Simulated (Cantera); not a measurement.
## Stirred combustor or abatement burner

A perfectly stirred reactor is fed with CH4 : C2H6 : C3H8 : O2 : N2 : CO2 = 1 : 0.11 : 0.1 : 5.34 : 20.1 : 2.1 (molar parts), equivalence ratio 0.54, at 3.45 atm; it is adiabatic with a 700 K inlet, and is followed from long to short residence time, starting on the burning branch (τ in s: 0.46, 0.18, 0.071, 0.028, 0.011, 0.0043, 0.0017, 0.00067, 0.00026, 0.0001, 4e-05, 1.6e-05, 6.2e-06).

Computed with Cantera and GRI-Mech 3.0 (53 species, 325 reactions).

```tsv
τ (s)	T (K)	x CH4	x C2H6	x C3H8	x O	x H2O	x H2	x CH2
0.46	1767	1.49e-6	3.23e-8	2.58e-8	1.96e-5	0.0942	1.08e-5	1.96e-9
0.18	1766	3.15e-6	7.24e-8	5.98e-8	2.68e-5	0.0942	1.57e-5	4.90e-9
0.071	1765	6.20e-6	1.52e-7	1.31e-7	4.14e-5	0.0941	2.55e-5	1.20e-8
0.028	1762	1.17e-5	3.05e-7	2.72e-7	6.89e-5	0.0940	4.43e-5	2.85e-8
0.011	1758	2.18e-5	5.96e-7	5.48e-7	0.000119	0.0938	7.96e-5	6.63e-8
0.0043	1750	4.08e-5	1.15e-6	1.08e-6	0.000207	0.0935	0.000145	1.50e-7
0.0017	1736	7.72e-5	2.21e-6	2.07e-6	0.000351	0.0930	0.000261	3.26e-7
0.00067	1711	0.000154	4.42e-6	4.08e-6	0.000562	0.0922	0.000467	6.86e-7
0.00026	1665	0.000359	1.02e-5	9.15e-6	0.000776	0.0908	0.000856	1.43e-6
0.00010	700	0.0348	0.00383	0.00348	<1e-12	<1e-12	<1e-12	<1e-12
4.0e-5	700	0.0348	0.00383	0.00348	<1e-12	<1e-12	<1e-12	<1e-12
1.6e-5	700	0.0348	0.00383	0.00348	<1e-12	<1e-12	<1e-12	<1e-12
6.2e-6	700	0.0348	0.00383	0.00348	<1e-12	<1e-12	<1e-12	<1e-12
```
x: mole fraction; the columns are a selection and need not sum to one.
